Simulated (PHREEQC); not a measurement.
Dissolve 62 mmol/kgw NH4HS and 2.1 mmol/kgw MnCl2 at 20 °C. Closed to the air; pH follows from the charge balance.

All values are PHREEQC results (ion-association model, wateq4f.dat), not measurements.

No solid was allowed to form.

What pH, ionic strength does the model give?

pH 8.20; ionic strength 0.0653 mol/kgw.

In which forms is S present?

HS- 95 %, H2S 4.8 % of the S.

The polysulfide entries of wateq4f.dat were taken out for this run.
